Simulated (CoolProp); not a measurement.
Properties of ethanol along the isotherm 560.5 K.

Computed with CoolProp (reference Helmholtz-energy equation of state, Schroeder 2014).

```tsv
p (kPa)	phase	density (kg/m³)	Joule-Thomson coefficient (K/MPa)	isothermal compressibility (1/MPa)	conductivity (mW/(m K))
313	gas	3.125	6.804	3.227	46.2
627	gas	6.324	6.829	1.628	46.7
940	gas	9.581	6.856	1.098	47.3
1250	gas	12.88	6.883	0.8349	47.9
1570	gas	16.36	6.913	0.6729	48.6
1880	gas	19.81	6.944	0.5689	49.3
2190	gas	23.35	6.976	0.4948	50.0
2510	gas	27.10	7.012	0.4380	50.7
2820	gas	30.82	7.048	0.3956	51.5
3130	gas	34.66	7.087	0.3620	52.3
```

Thermal conductivity comes from a separate model (Assael 2013).
